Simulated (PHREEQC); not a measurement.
Synthetic water in mg/L, 25 °C, pH 6.5, pe 10: Na 0.00612; K 0.00747; Ca 0.00657; Mg 0.00304; Cl 0.018; S(6) as SO4 0.0143; Alkalinity as HCO3 0.0274; F 0.000132; O(0) (dissolved oxygen) 1.45e-05; Li 6.95e-05.

Cl is adjusted to close the charge balance.
Valence states are taken as typed.

Computed with PHREEQC (ion-association model, phreeqc.dat).

Precipitation was switched off in this run.

Problem. What ionic strength does the model give?

Solution. ionic strength 1.80e-6 mol/kgw.

Problem. In which forms is C present?

Solution. HCO3- 58 %, CO2 42 % of the C.
